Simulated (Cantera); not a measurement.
A freely propagating, adiabatic, planar premixed flame of CO : H2 : O2 : N2 = 1 : 1.3 : 0.958 : 3.6 (molar parts), equivalence ratio 1.2, unburnt at 500 K and 0.540 bar; mixture-averaged transport, grid criteria slope 0.08 and curve 0.16, no radiation.

Model: GRI-Mech 3.0 (53 species, 325 reactions), integrated in Cantera. Burning velocities carry a grid error of a few per cent, more on coarse grids.

Problem. What does this change do: H2 1.3 to 0.99 parts?

Solution. 
```
quantity                    before     after
------------------------  --------  --------
laminar burning velocity  379 cm/s  310 cm/s
thermal thickness          1.14 mm   1.19 mm
peak x(OH)                  0.0138    0.0132
peak x(H)                   0.0491    0.0363
```

Problem. What does this change do: N2 3.6 to 4.5 parts?

Solution. 
| quantity | before | after |
|---|---|---|
| laminar burning velocity | 379 cm/s | 310 cm/s |
| thermal thickness | 1.14 mm | 1.22 mm |
| peak x(OH) | 0.0138 | 0.01000 |
| peak x(H) | 0.0491 | 0.0400 |
